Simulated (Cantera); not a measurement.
**HF + O2 (abatement and gas-phase synthesis)**

Input: 1 mol HF, 0.039 mol O2, equilibrated at 3423 K and 18.0 Pa.

Cantera equilibrium calculation (NASA polynomials, part measured and part estimated; ideal gas, pure solids and liquids). Candidate condensed phases: H2O; 22 gas species. Kinetics and transport are ignored.

```
Item           Result
----------  ---------
x(F)            0.474
x(H)            0.474
x(O)           0.0380
x(HF)          0.0137
x(H2)        0.000166
x(OH)         2.27e-5
x(O2)         1.59e-6
gas amount  2.050 mol
```
